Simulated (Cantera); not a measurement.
Input (Python, Cantera) and output of one run.

```python
import numpy as np
import cantera as ct

gas_names = """
    H H2 N NH NH2 NH3 N2 N2H2 N2H4 V VN
""".split()
cond_names = """
    V(cr) V(L) VN(s)
""".split()


# ... load() reads the species with a 1 bar reference pressure and builds the phases ...
atoms = {
    'V': {'V': 1},
    'NH3': {'N': 1, 'H': 3},
}
top_T = {'VN(s)': 2300}  # K; cautious upper limits of use, not melting points


# ... equilibrate(T, P, feed) seeds the gas with the atoms and calls Mixture.equilibrate('TP', solver="vcs", rtol=1e-11, max_steps=5000) ...
results = []
feed = {'V': 1, 'NH3': 1.7}  # mol
T = 823  # K
P = 101325  # Pa
mix = equilibrate(T, P, feed)
results.append((T, P, feed, dict(zip(mix.species_names, mix.species_moles))))
x = sorted(zip(gas.X, gas.species_names), reverse=True)
print(f"T = {T:g} K  P = {P:g} Pa  gas = {mix.phase_moles(0):.4g} mol")
print("   x: " + "  ".join(f"{s} {v:.3e}" for v, s in x if v > 1e-06))
print("   condensed (mol): " + ("  ".join(f"{mix.phase(i).name} {mix.phase_moles(i):.4g}"
      for i in range(1, mix.n_phases) if mix.phase_moles(i) > 1e-12) or "none"))
```

Result:

```
T = 823 K  P = 101325 Pa  gas = 2.898 mol
   x: H2 8.789e-01  N2 1.204e-01  NH3 6.910e-04
   condensed (mol): VN(s) 1
```

Method: chemical equilibrium by Gibbs-energy minimisation in Cantera with the NASA 1993 tables (ideal gas, pure condensed phases). VN: taken at fixed stoichiometry. Condensed phases not in the tables: V2N.
